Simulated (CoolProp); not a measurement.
Vapour-liquid equilibrium of ethylene (1) + isobutane (2) at -30.05 °C; x and y are mole fractions of (1).

Computed with CoolProp (multi-fluid Helmholtz-energy mixture model, Smukala 2000 and Bücker 2006; pair parameters Bell 2016).

| x | bubble pressure (kPa) | y at the bubble point | dew pressure at overall composition x (kPa) | liquid density (mol/L) |
|---|---|---|---|---|
| 0.05 | 115.3 | 0.606 | 48.94 | 10.79 |
| 0.125 | 223.6 | 0.805 | 53.08 | 11.14 |
| 0.2 | 338.1 | 0.877 | 57.98 | 11.51 |
| 0.275 | 458.9 | 0.914 | 63.87 | 11.90 |
| 0.35 | 586.0 | 0.937 | 71.08 | 12.30 |
| 0.425 | 719.1 | 0.952 | 80.11 | 12.71 |
| 0.5 | 857.8 | 0.963 | 91.75 | 13.14 |
| 0.575 | 1002 | 0.972 | 107.3 | 13.58 |
| 0.65 | 1151 | 0.978 | 129.3 | 14.02 |
| 0.725 | 1305 | 0.984 | 162.4 | 14.46 |
| 0.8 | 1464 | 0.989 | 218.4 | 14.88 |
| 0.875 | 1630 | 0.993 | 332.9 | 15.26 |
| 0.95 | 1806 | 0.997 | 694.7 | 15.55 |

No azeotrope shows between x = 0.05 and 0.95.

The pair parameters rest on a limited set of measurements; away from them the model extrapolates.
